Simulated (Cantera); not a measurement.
Charge: 1 mol ZrN, 0.11 mol N2, at 5850 Torr.

These are equilibrium values from Cantera (NASA tables, ideal gas, pure condensed phases), not measurements of a reactor. Candidate condensed phases: Zr, ZrN; 4 gas species. ZrN: taken at fixed stoichiometry. The numbers say what is thermodynamically allowed, not how fast it happens. All values below are at 2400 K.

Base state: N2 1.00 (mole fractions); condensed: ZrN(s).

### Question
What changes in the equilibrium state with this change: ZrN replaced by MgO?

### Answer
| species | before | after |
|---|---|---|
| N2 | 1.00 | 1.000 |
| Mg | 0 | 0.000125 |
| NO | 0 | 0.000107 |
| ZrN(s), mol | 1.00 | 0 |
| MgO(s), mol | 0 | 1.000 |
Further candidate phases: Mg, MgO.
